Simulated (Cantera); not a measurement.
What does this Cantera script print?

```python
import numpy as np
import cantera as ct

gas_names = [...]  # 123 gases of nasa_gas.yaml made of C, H, O, S
cond_names = """
    C(gr) C6H6(L) C7H8(L) C8H18(L),n-octa H2O(s) H2O(L) H2SO4(L) S(cr1) S(cr2) S(L)
""".split()


# ... load() reads the species with a 1 bar reference pressure and builds the phases ...
atoms = {
    'CS2': {'C': 1, 'S': 2},
    'H2O': {'H': 2, 'O': 1},
}
top_T = {'C(gr)': 4500}  # K; cautious upper limits of use, not melting points


# ... equilibrate(T, P, feed) seeds the gas with the atoms and calls Mixture.equilibrate('TP', solver="vcs", rtol=1e-11, max_steps=5000) ...
results = []
feed = {'CS2': 1, 'H2O': 0.066}  # mol
P = 10000  # Pa
for T in [1650, 1800, 1950, 2100, 2250, 2400, 2550, 2700]:
    mix = equilibrate(T, P, feed)
    results.append((T, P, feed, dict(zip(mix.species_names, mix.species_moles))))

top = {s: max(r[3][s] / sum(r[3][g] for g in gas_names) for r in results) for s in gas_names}
cols = sorted((s for s in top if top[s] > 0.001), key=lambda s: -top[s])[:6]
seen = [c for c in cond_names if any(r[3].get(c, 0) > 1e-12 for r in results)]
print("log10 of partial pressures in bar; condensed amounts in mol")
print(f"{'T/K':>10s}" + "".join(f"{s[:9]:>10s}" for s in cols + seen))
for T, P, feed, n in results:
    ng = sum(n[g] for g in gas_names)
    print(f"{T:10.4g}" + "".join(f"{np.log10(max(n[s] / ng * P / 1e5, 1e-99)):10.3f}" for s in cols)
          + "".join(f"{n.get(c, 0):10.4g}" for c in seen))
```

Result:

```
log10 of partial pressures in bar; condensed amounts in mol
       T/K       CS2        CS        S2         S        CO        H2     C(gr)
      1650    -1.141    -3.042    -1.824    -4.615    -2.237    -2.333    0.1061
      1800    -1.158    -2.481    -1.814    -4.036    -2.242    -2.311   0.09795
      1950    -1.195    -2.019    -1.827    -3.557    -2.257    -2.315   0.06157
      2100    -1.278    -1.680    -1.830    -3.141    -2.285    -2.348         0
      2250    -1.420    -1.511    -1.727    -2.728    -2.313    -2.403         0
      2400    -1.602    -1.406    -1.669    -2.383    -2.343    -2.477         0
      2550    -1.818    -1.348    -1.659    -2.098    -2.373    -2.575         0
      2700    -2.057    -1.323    -1.694    -1.867    -2.401    -2.706         0
```

Cantera equilibrium calculation (NASA polynomials, part measured and part estimated; ideal gas, pure solids and liquids).
